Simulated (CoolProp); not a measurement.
n-perfluorohexane along the isobar 24.3 bar: density (kg/m³) from the reference equation and from simpler models built on Tc = 448.0 K, pc = 17.42 bar, ω = 0.497; each cubic takes its own stable root.

The numbers come from the reference Helmholtz-energy equation of state, Gao 2022 in CoolProp.

```
T (K)          phase  reference
-----  -------------  ---------
367           liquid       1474
376.2         liquid       1441
385.3         liquid       1406
394.5         liquid       1368
403.7         liquid       1327
412.8         liquid       1282
422           liquid       1232
431.2         liquid       1173
440.3         liquid       1103
449.5  supercritical       1010
```

**Question.** How far does each simpler model (Redlich-Kwong, Soave-Redlich-Kwong, Peng-Robinson) lie from the reference over these 10 states: mean and median of the absolute difference, and the worst?

**Answer.** 
- Redlich-Kwong: mean 21.5 %, median 21.7 %, worst -22.8 % at 440.3 K and 24.3 bar
- Soave-Redlich-Kwong: mean 17.3 %, median 16.7 %, worst -22.5 % at 449.5 K and 24.3 bar
- Peng-Robinson: mean 7.1 %, median 6.1 %, worst -14.3 % at 449.5 K and 24.3 bar
